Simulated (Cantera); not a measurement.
Input (Python, Cantera) and output of one run.

```python
import numpy as np
import cantera as ct

gas_names = """
    H HO2 H2 H2O H2O2 O OH O2 O3 Si SiH SiH2 SiH3 SiH4 SiO SiO2 Si2 Si3
""".split()
cond_names = """
    H2O(s) H2O(L) Si(cr) Si(L) SiO2(Lqz) SiO2(hqz) SiO2(L)
""".split()


# ... load() reads the species with a 1 bar reference pressure and builds the phases ...
atoms = {
    'Si2H6': {'Si': 2, 'H': 6},
    'H2O': {'H': 2, 'O': 1},
    'H2': {'H': 2},
}
top_T = {}  # K; cautious upper limits of use, not melting points


# ... equilibrate(T, P, feed) seeds the gas with the atoms and calls Mixture.equilibrate('TP', solver="vcs", rtol=1e-11, max_steps=5000) ...
results = []
feed = {'Si2H6': 1, 'H2O': 8.8, 'H2': 0.28}  # mol
T = 1348.15  # K
P = 24  # Pa
mix = equilibrate(T, P, feed)
results.append((T, P, feed, dict(zip(mix.species_names, mix.species_moles))))
x = sorted(zip(gas.X, gas.species_names), reverse=True)
print(f"T = {T:g} K  P = {P:g} Pa  gas = {mix.phase_moles(0):.4g} mol")
print("   x: " + "  ".join(f"{s} {v:.3e}" for v, s in x if v > 1e-05))
print("   condensed (mol): " + ("  ".join(f"{mix.phase(i).name} {mix.phase_moles(i):.4g}"
      for i in range(1, mix.n_phases) if mix.phase_moles(i) > 1e-12) or "none"))
```

It prints:

```
T = 1348.15 K  P = 24 Pa  gas = 12.08 mol
   x: H2 6.026e-01  H2O 3.973e-01  H 1.162e-04
   condensed (mol): SiO2(hqz) 2
```

Method: chemical equilibrium by Gibbs-energy minimisation in Cantera with the NASA 1993 tables (ideal gas, pure condensed phases). The feed counts by its element totals alone. The tables hold silica as quartz up to 1696 K and as liquid above; real silica turns to tridymite and cristobalite and melts near 1996 K.
